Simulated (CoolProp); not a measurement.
Values from CoolProp's reference Helmholtz-energy equation of state, Thol 2018.

Problem. For hydrogen chloride, give the phase and the cv (kJ/(kg K)), speed of sound (m/s) at 270.2 K and 20.3 kPa; 222.2 K and 8980 kPa.

Solution. 
- 270.2 K and 20.3 kPa: gas; cv 0.572, speed of sound 293
- 222.2 K and 8980 kPa: liquid; cv 0.976, speed of sound 975
